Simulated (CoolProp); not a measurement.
Vapour-liquid equilibrium of n-butane (1) + cis-2-butene (2) at 358 K; x and y are mole fractions of (1).

Model: multi-fluid Helmholtz-energy mixture model, Bücker 2006 and Lemmon 2005; pair parameters Bell 2016, in CoolProp.

**Question.** Give the bubble pressure and the first vapour's composition at x = 0.05, 0.55, 0.65. Is there an azeotrope?

**Answer.** x = 0.05: 1.043 MPa, y = 0.056; x = 0.55: 1.099 MPa, y = 0.562; x = 0.65: 1.105 MPa, y = 0.660. No azeotrope shows between x = 0.05 and 0.95.

Pair parameters are fitted to limited data, so mixtures are less certain than the pure fluids.
